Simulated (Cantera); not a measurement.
Input: 1 mol Si3N4, 0.23 mol CO2, 750 mol H2, 0.12 mol O2, equilibrated at 1075 K and 0.0133 bar.

Method: chemical equilibrium by Gibbs-energy minimisation in Cantera with the NASA 1993 tables (ideal gas, pure condensed phases). Candidate condensed phases: C, C6H6, C7H8, C8H18, H2O, Si, SiC, SiO2, Si2N2O, Si3N4; 151 gas species. Mutual solubility and eutectic melting of coexisting phases are not modelled. Kinetics and transport are ignored.

Base state: H2 0.999, N2 0.000358, CH4 0.000236 (mole fractions); condensed: SiC(s) + Si2N2O(s) + Si3N4(s).

### Question
What changes in the equilibrium state with this change: temperature from 1075 K to 1850 K?

### Answer
```json
[
 {"species": "H2", "before": "0.999", "after": "0.991"},
 {"species": "H", "before": "1.27e-7", "after": "0.00464"},
 {"species": "N2", "before": "0.000358", "after": "0.00264"},
 {"species": "SiO", "before": "<1e-9", "after": "0.000812"},
 {"species": "Si", "before": "<1e-9", "after": "0.000484"},
 {"species": "CO", "before": "1.31e-9", "after": "0.000115"},
 {"species": "SiH", "before": "<1e-9", "after": "5.51e-5"},
 {"species": "SiH2", "before": "<1e-9", "after": "4.18e-5"},
 {"species": "SiC(s), mol", "before": "0.0527", "after": "0.128"},
 {"species": "Si2N2O(s), mol", "before": "0.700", "after": "0"},
 {"species": "Si3N4(s), mol", "before": "0.516", "after": "0"},
 {"species": "Si(l), mol", "before": "0", "after": "1.80"}
]
```
Gases not in the tables: Si2H6 and higher silanes.

### Question
What changes in the equilibrium state with this change: pressure from 0.0133 bar to 0.0500 bar?

### Answer
| species | before | after |
|---|---|---|
| H2 | 0.999 | 0.999 |
| N2 | 0.000358 | 0.000311 |
| CH4 | 0.000236 | 0.000307 |
| SiC(s), mol | 0.0527 | 0 |
| Si2N2O(s), mol | 0.700 | 0.700 |
| Si3N4(s), mol | 0.516 | 0.533 |
